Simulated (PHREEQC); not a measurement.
**Reverse-osmosis permeate: an equilibrium model**

Synthetic water in mg/L, 43 °C, pH 5.5, pe 12.9:

| constituent | mg/L |
|---|---|
| Na | 1.2 |
| K | 0.394 |
| Ca | 0.942 |
| Mg | 0.504 |
| Cl | 1.19 |
| S(6) as SO4 | 3.44 |
| Alkalinity as HCO3 | 2.98 |
| Cd | 0.0224 |

Valence states are taken as typed.

All values are PHREEQC results (ion-association model, wateq4f.dat), not measurements.

| Item | Result |
|---|---|
| ionic strength | 0.000234 mol/kgw |
| charge-balance error | -0.9 % |

```
species  molality  activity   log γ
-------  --------  --------  ------
CO2      0.000316  0.000316   0.000
Na+       5.22e-5   5.12e-5  -0.008
HCO3-     5.20e-5   5.11e-5  -0.008
SO4-2     3.54e-5   3.29e-5  -0.031
Cl-       3.36e-5   3.30e-5  -0.008
Ca+2      2.33e-5   2.17e-5  -0.031
Mg+2      2.05e-5   1.91e-5  -0.031
K+        1.01e-5   9.89e-6  -0.008
H+        3.22e-6   3.16e-6  -0.008
MgSO4     2.28e-7   2.28e-7   0.000
Cd+2      1.96e-7   1.83e-7  -0.032
CaSO4     1.67e-7   1.67e-7   0.000
O2        1.40e-7   1.40e-7   0.000
CaHCO3+   1.74e-8   1.71e-8  -0.008
HSO4-     1.57e-8   1.54e-8  -0.008
MgHCO3+   1.30e-8   1.27e-8  -0.008
```

Precipitation was switched off in this run. At this temperature some constants are extrapolated from 25 °C, and those without enthalpy data are left unchanged.
